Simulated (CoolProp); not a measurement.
Carbon dioxide along the isobar 33.8 MPa: density (kg/m³) from the reference equation and from simpler models built on Tc = 31.0 °C, pc = 7.377 MPa, ω = 0.224; each cubic takes its own stable root.

The numbers come from the reference Helmholtz-energy equation of state, Span 1996 in CoolProp.

| T (°C) | phase | reference |
|---|---|---|
| -7.75 | liquid | 1090 |
| 11.15 | liquid | 1029 |
| 30.05 | liquid | 964.5 |
| 49.05 | supercritical | 896.3 |
| 67.95 | supercritical | 825.6 |
| 86.85 | supercritical | 753.4 |
| 105.75 | supercritical | 682.6 |
| 124.75 | supercritical | 616.6 |
| 143.65 | supercritical | 558.7 |
| 162.55 | supercritical | 509.3 |
| 181.55 | supercritical | 467.5 |
| 200.45 | supercritical | 432.7 |
| 219.35 | supercritical | 403.3 |
| 238.35 | supercritical | 378.2 |
| 257.25 | supercritical | 356.8 |
| 276.15 | supercritical | 338.0 |

Question: How far does each simpler model (van der Waals, Peng-Robinson) lie from the reference over these 16 states: mean and median of the absolute difference, and the worst?

Answer: 
- van der Waals: mean 13.5 %, median 8.6 %, worst -31.1 % at -7.75 °C and 33.8 MPa
- Peng-Robinson: mean 2.2 %, median 2.0 %, worst +5.1 % at -7.75 °C and 33.8 MPa
